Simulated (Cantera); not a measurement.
**Stirred combustor or abatement burner**

A perfectly stirred reactor is fed with CH4 : C2H6 : C3H8 : O2 : N2 = 1 : 0.18 : 0.072 : 2.49 : 9.37 (molar parts), at 340000 Pa; it is adiabatic with a 675 K inlet, and is followed from long to short residence time, starting on the burning branch (τ in s: 0.032, 0.017, 0.0096, 0.0052, 0.0029, 0.0016, 0.00087, 0.00047, 0.00026, 0.00014, 7.8e-05).

Cantera simulation using GRI-Mech 3.0 (53 species, 325 reactions); the numbers are that mechanism's predictions, not measurements.

```tsv
τ (s)	T (K)	x CH4	x C2H6	x C3H8	x HO2	x CO	x C2H2	x O2
0.032	2405	5.50e-6	3.87e-8	1.79e-8	2.04e-7	0.0504	1.39e-6	0.000388
0.017	2401	8.71e-6	7.15e-8	3.22e-8	2.60e-7	0.0505	2.22e-6	0.000490
0.0096	2395	1.27e-5	1.23e-7	5.39e-8	3.44e-7	0.0506	3.25e-6	0.000634
0.0052	2387	1.84e-5	2.20e-7	9.20e-8	4.85e-7	0.0509	4.67e-6	0.000865
0.0029	2376	2.57e-5	3.77e-7	1.51e-7	6.90e-7	0.0512	6.37e-6	0.00118
0.0016	2362	3.63e-5	6.50e-7	2.47e-7	9.97e-7	0.0517	8.51e-6	0.00164
0.00087	2344	5.25e-5	1.13e-6	4.08e-7	1.45e-6	0.0523	1.13e-5	0.00229
0.00047	2321	7.81e-5	1.97e-6	6.76e-7	2.10e-6	0.0531	1.50e-5	0.00317
0.00026	2295	0.000119	3.39e-6	1.11e-6	2.97e-6	0.0542	2.02e-5	0.00430
0.00014	2263	0.000192	6.05e-6	1.90e-6	4.28e-6	0.0556	2.87e-5	0.00587
7.8e-5	2228	0.000322	1.08e-5	3.28e-6	6.19e-6	0.0576	4.34e-5	0.00796
```
x: mole fraction; the columns are a selection and need not sum to one.
